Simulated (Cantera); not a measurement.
What does this Cantera script print?

```python
import numpy as np
import cantera as ct

gas = ct.Solution("gri30.yaml")
gas.TPX = 1273, 13332, {'N2O': 1, 'H2O': 0.0019}
reactor = ct.IdealGasConstPressureReactor(gas, energy="off", clone=False)
net = ct.ReactorNet([reactor])
net.rtol, net.atol = 1e-08, 1e-18
show = ['N2O', 'O', 'N2', 'NO', 'O2']
times = np.geomspace(8e-06, 30, 9)

steps = ct.SolutionArray(gas, extra=["t"])
rows = []
print(f"{'t/s':>10s}{'T/K':>9s}{'P/Pa':>11s}" + "".join(f"{s:>11s}" for s in show))
for t in times:
    while net.time < t:
        t_next = net.step()
        steps.append(gas.state, t=t_next)
    rows.append([np.interp(t, steps.t, y) for y in (steps.T, steps.P, *steps(*show).X.T)])
    print(f"{t:10.3e}{rows[-1][0]:9.1f}{rows[-1][1]:11.4g}" + "".join(f"{x:11.3e}" for x in rows[-1][2:]))
rate = np.gradient(steps.T, steps.t)
print("integrator steps:", len(steps.t))
if steps.T.max() > steps.T[0] + 200:
    print(f"time of steepest temperature rise: {steps.t[rate.argmax()]:.4e} s")
gas.TPX = 1273, 13332, {'N2O': 1, 'H2O': 0.0019}
gas.equilibrate("TP")
print(f"equilibrium (TP): T = {gas.T:.1f} K  " + "  ".join(f"{s} {gas[s].X[0]:.3e}" for s in show))
```

Result:

```
       t/s      T/K       P/Pa        N2O          O         N2         NO         O2
 8.000e-06   1273.0  1.333e+04  9.981e-01  1.083e-06  1.323e-06  3.493e-08  1.108e-07
 5.307e-05   1273.0  1.333e+04  9.981e-01  4.146e-06  1.139e-05  1.058e-06  3.355e-06
 3.520e-04   1273.0  1.333e+04  9.979e-01  5.321e-06  9.471e-05  1.305e-05  4.137e-05
 2.335e-03   1273.0  1.333e+04  9.970e-01  5.317e-06  6.544e-04  9.447e-05  3.001e-04
 1.549e-02   1273.0  1.333e+04  9.911e-01  5.286e-06  4.368e-03  6.133e-04  2.012e-03
 1.028e-01   1273.0  1.333e+04  9.527e-01  5.151e-06  2.831e-02  3.877e-03  1.307e-02
 6.817e-01   1273.0  1.333e+04  7.429e-01  5.025e-06  1.592e-01  2.203e-02  7.395e-02
 4.522e+00   1273.0  1.333e+04  1.933e-01  4.351e-06  5.028e-01  6.816e-02  2.342e-01
 3.000e+01   1273.0  1.333e+04  1.122e-03  2.682e-07  6.253e-01  7.947e-02  2.926e-01
integrator steps: 1599
equilibrium (TP): T = 1273.0 K  N2O 8.679e-09  O 1.710e-07  N2 6.656e-01  NO 3.848e-04  O2 3.327e-01
```

Cantera simulation using GRI-Mech 3.0 (53 species, 325 reactions); the numbers are that mechanism's predictions, not measurements. GRI-Mech 3.0 was tuned for natural gas; its chemistry of N2O as a main component is partial and can be far from experiment. The mechanism lacks the step 2 NO + O2 → 2 NO2, which can matter for NO2 below about 1400 K. The temperature is held fixed by assumption; the heat of reaction is taken as removed at once.
